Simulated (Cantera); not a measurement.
A Cantera script and what it prints.

```python
import numpy as np
import cantera as ct

gas_names = """
    Cu CuF CuF2 CuO Cu2 F FO FO2 F2 F2O H HF HOF HO2 H2 H2F2 H2O H2O2 H3F3 H4F4 H5F5 H6F6 H7F7 O OH O2
    O3
""".split()
cond_names = """
    Cu(cr) Cu(L) CuF2(s) CuF2(L) CuO(s) CuO2H2(s) Cu2O(s) Cu2O(L) H2O(s) H2O(L)
""".split()


# ... load() reads the species with a 1 bar reference pressure and builds the phases ...
atoms = {
    'CuF2': {'Cu': 1, 'F': 2},
    'O2': {'O': 2},
    'H2': {'H': 2},
}
top_T = {'CuO(s)': 1390}  # K; cautious upper limits of use, not melting points


# ... equilibrate(T, P, feed) seeds the gas with the atoms and calls Mixture.equilibrate('TP', solver="vcs", rtol=1e-11, max_steps=5000) ...
results = []
feed = {'CuF2': 1, 'O2': 1.1, 'H2': 0.94}  # mol
P = 1000  # Pa
for T in [823, 898, 973, 1048, 1123, 1198, 1273, 1348, 1423, 1498, 1573, 1648]:
    mix = equilibrate(T, P, feed)
    results.append((T, P, feed, dict(zip(mix.species_names, mix.species_moles))))
    x = sorted(zip(gas.X, gas.species_names), reverse=True)
    print(f"T = {T:g} K  P = {P:g} Pa  gas = {mix.phase_moles(0):.4g} mol")
    print("   x: " + "  ".join(f"{s} {v:.3e}" for v, s in x if v > 0.0001))
    print("   condensed (mol): " + ("  ".join(f"{mix.phase(i).name} {mix.phase_moles(i):.4g}"
          for i in range(1, mix.n_phases) if mix.phase_moles(i) > 1e-12) or "none"))
```

Output:

```
T = 823 K  P = 1000 Pa  gas = 2.509 mol
   x: HF 7.487e-01  O2 2.511e-01  H2O 2.457e-04
   condensed (mol): CuF2(s) 0.06061  CuO(s) 0.9394
T = 898 K  P = 1000 Pa  gas = 2.51 mol
   x: HF 7.489e-01  O2 2.510e-01
   condensed (mol): CuF2(s) 0.06015  CuO(s) 0.9398
T = 973 K  P = 1000 Pa  gas = 2.511 mol
   x: HF 7.485e-01  O2 2.509e-01  CuF2 5.154e-04
   condensed (mol): CuF2(s) 0.05877  CuO(s) 0.9398
T = 1048 K  P = 1000 Pa  gas = 2.524 mol
   x: HF 7.448e-01  O2 2.498e-01  CuF2 4.810e-03  CuF 6.221e-04
   condensed (mol): CuF2(s) 0.04713  CuO(s) 0.9392
T = 1123 K  P = 1000 Pa  gas = 2.814 mol
   x: HF 6.681e-01  O2 3.080e-01  CuF2 1.889e-02  CuF 4.908e-03
   condensed (mol): Cu2O(s) 0.4665
T = 1198 K  P = 1000 Pa  gas = 2.827 mol
   x: HF 6.648e-01  O2 3.075e-01  CuF2 1.494e-02  CuF 1.265e-02
   condensed (mol): Cu2O(s) 0.461
T = 1273 K  P = 1000 Pa  gas = 2.849 mol
   x: HF 6.596e-01  O2 3.067e-01  CuF 2.477e-02  CuF2 8.823e-03  H2O 1.465e-04
   condensed (mol): Cu2O(s) 0.4521
T = 1348 K  P = 1000 Pa  gas = 2.869 mol
   x: HF 6.540e-01  O2 3.058e-01  CuF 3.598e-02  CuF2 3.556e-03  H2O 6.334e-04
   condensed (mol): Cu2O(s) 0.4433
T = 1423 K  P = 1000 Pa  gas = 2.884 mol
   x: HF 6.461e-01  O2 3.048e-01  CuF 4.487e-02  H2O 2.884e-03  CuF2 1.265e-03
   condensed (mol): Cu2O(s) 0.4334
T = 1498 K  P = 1000 Pa  gas = 2.906 mol
   x: HF 6.281e-01  O2 3.027e-01  CuF 5.885e-02  H2O 9.320e-03  CuF2 5.799e-04  Cu 3.353e-04
   condensed (mol): Cu2O(s) 0.4131
T = 1573 K  P = 1000 Pa  gas = 2.942 mol
   x: HF 6.002e-01  O2 2.994e-01  CuF 7.897e-02  H2O 1.933e-02  Cu 1.470e-03  CuF2 3.478e-04  OH 2.179e-04
   condensed (mol): Cu2O(L) 0.3812
T = 1648 K  P = 1000 Pa  gas = 2.998 mol
   x: HF 5.619e-01  O2 2.946e-01  CuF 1.047e-01  H2O 3.233e-02  Cu 5.453e-03  OH 4.947e-04  CuF2 2.329e-04  O 1.374e-04
   condensed (mol): Cu2O(L) 0.3344
```

Method: chemical equilibrium by Gibbs-energy minimisation in Cantera with the NASA 1993 tables (ideal gas, pure condensed phases). Mutual solubility and eutectic melting of coexisting phases are not modelled.
